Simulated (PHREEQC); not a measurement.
Synthetic water in mg/L, 78 °C, pH 3.08, pe 10.7:

```tsv
constituent	mg/L
Na	122
K	145
Ca	319
Mg	52.2
Cl	225
S(6) as SO4	1370
Fe(3)	171
O(0) (dissolved oxygen)	0.606
Cu(2)	4.38
Cd	6.39
```

Na is adjusted to close the charge balance.
Valence states are taken as typed.

Computed with PHREEQC (ion-association model, wateq4f.dat).

This is a speciation only: nothing precipitates in the calculation.

### Question
What ionic strength does the model give?

### Answer
ionic strength 0.0395 mol/kgw.

### Question
In which forms is K present?

### Answer
K+ 95 %, KSO4- 5.2 % of the K.

Examples of supersaturated solids here: Jarosite-K, Jarosite-Na. Others may be too. Constants without temperature data keep their 25 °C values here.
